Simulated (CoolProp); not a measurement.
Fluorine at 112.54 K and 0.424 MPa is throttled through a valve to 0.136 MPa with no heat exchange. Each further row changes one setting.

The numbers come from the reference Helmholtz-energy equation of state, de Reuck 1990 in CoolProp.

| case | temperature change (K) | final density (kg/m³) |
|---|---|---|
| as stated | -4.1 | 5.85 |
| outlet pressure 0.0408 MPa | -5.5 | 1.75 |
| outlet pressure 0.177 MPa | -3.5 | 7.62 |
